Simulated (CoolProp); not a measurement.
Properties of hydrogen sulfide along the isotherm 318 K.

The numbers come from the reference Helmholtz-energy equation of state, Lemmon 2006 in CoolProp. It is a short technical equation, of lower accuracy than the large ones.

```tsv
p (MPa)	phase	cp (kJ/(kg K))	cv (kJ/(kg K))	speed of sound (m/s)	isothermal compressibility (1/MPa)
0.0427	gas	1.012	0.7654	319.5	23.48
0.0809	gas	1.016	0.7669	319.0	12.42
0.153	gas	1.024	0.7696	318.2	6.599
0.291	gas	1.039	0.7748	___	3.501
0.551	gas	1.069	0.7850	313.5	1.882
1.05	gas	1.135	0.8060	307.2	1.027
1.98	gas	1.308	0.8527	294.1	0.5990
3.76	liquid	___	1.065	721.6	0.006098
7.12	liquid	___	1.063	766.3	0.005046
13.5	liquid	2.176	1.063	___	0.003855
```

Problem. What belongs in the gaps?

Solution. 
- 0.291, speed of sound (m/s): 316.6
- 3.76, cp (kJ/(kg K)): 2.449
- 7.12, cp (kJ/(kg K)): 2.325
- 13.5, speed of sound (m/s): 836.4
